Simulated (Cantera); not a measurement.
A closed system holds: 1 mol SiCl4, 1.1 mol H2, equilibrated at 1125 K and 2030 Torr.

Equilibrium computed with Cantera from the NASA thermochemical tables; the gas is ideal and each condensed phase is pure. Candidate condensed phases: Si; 19 gas species. The tables' values for SiCl3 are old estimates; treat these amounts as uncertain. Rates play no part.

Problem. What is the equilibrium state?

Solution. x(H2): 0.464
x(SiCl4): 0.415
x(HCl): 0.0610
x(SiHCl3): 0.0549
x(SiCl3): 0.00355
x(SiH2Cl2): 0.000890
x(SiCl2): 0.000373
x(SiH3Cl): 3.86e-6
gas amount: 2.105 mol
log10 activity of Si(s) (absent): -1.66
